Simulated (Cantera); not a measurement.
**Halide evaporation, hydrolysis and transport: CuF2 + H2 + N2**

Feed: 1 mol CuF2, a varied amount of H2, 0.75 mol N2, at 1725 K and 1000 Pa.

Cantera equilibrium calculation (NASA polynomials, part measured and part estimated; ideal gas, pure solids and liquids). Candidate condensed phases: Cu, CuF2; 25 gas species. Equilibrium is a limit: real reactors are often held back by kinetics, nucleation or transport.

```json
[
 {"n(H2) (mol)": "4.5", "x H2": "0.547", "x HF": "0.312", "x N2": "0.117", "x Cu": "0.0219", "n Cu(l)": "0.856"},
 {"n(H2) (mol)": "6.1", "x H2": "0.634", "x HF": "0.248", "x N2": "0.0934", "x Cu": "0.0219", "n Cu(l)": "0.820"},
 {"n(H2) (mol)": "8.1", "x H2": "0.704", "x HF": "0.198", "x N2": "0.0744", "x Cu": "0.0219", "n Cu(l)": "0.775"},
 {"n(H2) (mol)": "11", "x H2": "0.766", "x HF": "0.153", "x N2": "0.0575", "x Cu": "0.0219", "n Cu(l)": "0.710"},
 {"n(H2) (mol)": "15", "x H2": "0.816", "x HF": "0.116", "x N2": "0.0438", "x Cu": "0.0219", "n Cu(l)": "0.621"},
 {"n(H2) (mol)": "20", "x H2": "0.853", "x HF": "0.0897", "x N2": "0.0337", "x Cu": "0.0219", "n Cu(l)": "0.508"},
 {"n(H2) (mol)": "26", "x H2": "0.880", "x HF": "0.0703", "x N2": "0.0264", "x Cu": "0.0219", "n Cu(l)": "0.374"},
 {"n(H2) (mol)": "35", "x H2": "0.903", "x HF": "0.0531", "x N2": "0.0199", "x Cu": "0.0219", "n Cu(l)": "0.172"}
]
```
x: gas mole fraction; n: condensed amount in mol.

From 4.5 mol H2 to 35 mol H2 the condensed part is Cu(l). The main Cu-bearing gas is Cu throughout. The share of Cu in condensed phases is highest at 4.5 mol H2 (85.6 %) and lowest at 35 mol H2 (17.2 %).
